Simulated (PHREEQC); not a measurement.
0.027 g of hydrous ferric oxide (600 m²/g; 0.2 weak and 0.005 strong sites per Fe, Dzombak-Morel constants, diffuse double layer) in 1 kg of water with 0.3 mol/kgw of an inert sodium salt, at 25 °C; the pH is set by adding NaOH or the inert anion's acid. Oxygen alone is held at its pressure in air (log pO2 = -0.68). No CO2 enters from the air. Nothing may precipitate in this run.

Base run: PHREEQC, ion-association model, wateq4f.dat. Each further column changes one thing. The table gives surface charge σ (C/m²).

| pH | base | background salt from 0.3 to 0.03 mol/kgw | oxide from 0.027 to 0.14 g/kgw | 6.2e-05 mol/kgw CuSO4 added |
|---|---|---|---|---|
| 3 | 0.368 | 0.350 | 0.368 | 0.271 |
| 3.75 | 0.357 | 0.297 | 0.357 | 0.266 |
| 4.88 | 0.282 | 0.170 | 0.282 | 0.233 |
| 5.62 | 0.196 | 0.101 | 0.196 | 0.195 |
| 6.38 | 0.116 | 0.053 | 0.116 | 0.196 |
| 7.12 | 0.058 | 0.024 | 0.058 | 0.198 |
| 8.25 | -0.008 | -0.003 | -0.008 | 0.089 |
| 9 | -0.051 | -0.021 | -0.051 | 0.027 |

The oxide is taken as insoluble; below pH 4 it would dissolve. In at least one series the solution becomes supersaturated in solids that the run did not let form, among them Cu(OH)2, Brochantite. The database's constant for dissolved Cu(OH)2 is higher than later reviews accept.
